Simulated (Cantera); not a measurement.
Equilibrium for boron, boron nitride and boron oxide: BF3 + H2O + N2 + H2

Input: 1 mol BF3, 0.18 mol H2O, 63 mol N2, 160 mol H2, held at 1.00 bar.

Method: chemical equilibrium by Gibbs-energy minimisation in Cantera with the NASA 1993 tables (ideal gas, pure condensed phases). Candidate condensed phases: B, BN, B2O3, B3O3H3, H2O; 62 gas species. N2 is the only nitrogen source here; it is nearly inert below about 1500 K, so the nitride shown seldom forms there in practice. The tables' values for BF2, BH2 are old estimates; treat these amounts as uncertain. Gases not in the tables: H3BO3. Rates play no part.

From 677 °C to 1877 °C the condensed part is BN(s). The share of B in condensed phases is highest at 1477 °C (52.0 %) and lowest at 1877 °C (2.9 %).

```tsv
T (°C)	x H2	x N2	x HF	x H	x BF3	x BF	x BF2	n BN(s)
677	0.712	0.280	0.00378	4.69e-10	0.00320	<1e-12	1.35e-10	0.281
777	0.711	0.280	0.00473	6.84e-9	0.00288	<1e-12	2.55e-9	0.352
877	0.711	0.280	0.00565	6.29e-8	0.00256	4.79e-12	2.83e-8	0.416
977	0.710	0.280	0.00647	4.07e-7	0.00225	1.62e-10	2.07e-7	0.466
1077	0.710	0.280	0.00718	2.01e-6	0.00194	3.20e-9	1.10e-6	0.491
1177	0.710	0.280	0.00776	7.97e-6	0.00165	4.12e-8	4.52e-6	0.499
1277	0.710	0.280	0.00825	2.65e-5	0.00140	3.76e-7	1.52e-5	0.508
1377	0.709	0.280	0.00864	7.65e-5	0.00119	2.59e-6	4.32e-5	0.518
1477	0.709	0.280	0.00892	0.000196	0.00100	1.41e-5	0.000107	0.520
1577	0.709	0.280	0.00903	0.000454	0.000823	6.30e-5	0.000232	0.503
1677	0.708	0.280	0.00891	0.000965	0.000638	0.000234	0.000442	0.445
1777	0.707	0.280	0.00842	0.00191	0.000445	0.000729	0.000721	0.305
1877	0.705	0.280	0.00743	0.00354	0.000257	0.00189	0.000970	0.0285
```
x: gas mole fraction; n: condensed amount in mol.
